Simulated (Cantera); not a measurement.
Input: 1 mol MgO, 1.3 mol H2S, 3.3 mol H2O, equilibrated at 10.0 mbar.

Method: chemical equilibrium by Gibbs-energy minimisation in Cantera with the NASA 1993 tables (ideal gas, pure condensed phases). Candidate condensed phases: H2O, H2SO4, Mg, MgO, Mg(OH)2, MgS, MgSO4, S; 26 gas species. Gases not in the tables: S3 to S7. Equilibrium is a limit: real reactors are often held back by kinetics, nucleation or transport. All values below are at 973 K.

Base state: H2O 0.692, H2S 0.211, H2 0.0653, S2 0.0309, SO2 0.00114, S2O 4.64e-5, SH 2.87e-5 (mole fractions); condensed: MgO(s).

Problem. What changes in the equilibrium state with this change: H2S from 1.3 to 0.29 mol?

Solution. 
```tsv
species	before	after
H2O	0.692	0.898
H2S	0.211	0.0565
H2	0.0653	0.0320
S2	0.0309	0.00932
SO2	0.00114	0.00440
SH	2.87e-5	1.10e-5
S2O	4.64e-5	3.71e-5
MgO(s), mol	1.00	1.00
```
